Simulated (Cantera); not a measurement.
An adiabatic, constant-volume homogeneous reactor starts with CH₄ : CO : O₂ : N₂ = 1 : 0.2 : 2.16 : 8.14 (molar parts), at 1125 K and 11300 Torr. Integrator tolerance rtol = 1e-08.

Detailed kinetics in Cantera: GRI-Mech 3.0 (53 species, 325 reactions). The pressure lies above the range GRI-Mech 3.0 was tuned for (to about 10 atm).

Task: What does this change do: CH4 1 to 2.6 parts?

Result: 
```json
[
 {"quantity": "time of steepest temperature rise", "before": "10.6 ms", "after": "15.5 ms"},
 {"quantity": "temperature at 6.00 s", "before": "2981 K", "after": "2273 K"},
 {"quantity": "equilibrium temperature", "before": "2981 K", "after": "2273 K"},
 {"quantity": "x(CH₄) at 6.00 s", "before": "<1e-12 (gas-phase equilibrium <1e-12)", "after": "2.57e-7 (gas-phase equilibrium 2.83e-7)"},
 {"quantity": "x(CO) at 6.00 s", "before": "0.0296 (gas-phase equilibrium 0.0296)", "after": "0.161 (gas-phase equilibrium 0.161)"},
 {"quantity": "x(O₂) at 6.00 s", "before": "0.0147 (gas-phase equilibrium 0.0147)", "after": "1.47e-8 (gas-phase equilibrium 1.47e-8)"},
 {"quantity": "x(H) at 6.00 s", "before": "0.00218 (gas-phase equilibrium 0.00218)", "after": "0.000660 (gas-phase equilibrium 0.000660)"},
 {"quantity": "x(NO) at 6.00 s", "before": "0.0116 (gas-phase equilibrium 0.0116)", "after": "3.15e-6 (gas-phase equilibrium 3.15e-6)"}
]
```

Task: What does this change do: CO 0.2 to 0.47 parts?

Result: 
| quantity | before | after |
|---|---|---|
| time of steepest temperature rise | 10.6 ms | 14.2 ms |
| temperature at 6.00 s | 2981 K | 3008 K |
| equilibrium temperature | 2981 K | 3008 K |
| x(CH₄) at 6.00 s | <1e-12 (gas-phase equilibrium <1e-12) | <1e-12 (gas-phase equilibrium <1e-12) |
| x(CO) at 6.00 s | 0.0296 (gas-phase equilibrium 0.0296) | 0.0418 (gas-phase equilibrium 0.0418) |
| x(O₂) at 6.00 s | 0.0147 (gas-phase equilibrium 0.0147) | 0.0111 (gas-phase equilibrium 0.0111) |
| x(H) at 6.00 s | 0.00218 (gas-phase equilibrium 0.00218) | 0.00260 (gas-phase equilibrium 0.00260) |
| x(NO) at 6.00 s | 0.0116 (gas-phase equilibrium 0.0116) | 0.0103 (gas-phase equilibrium 0.0103) |
Above 3000 K some thermodynamic fits are extrapolated.
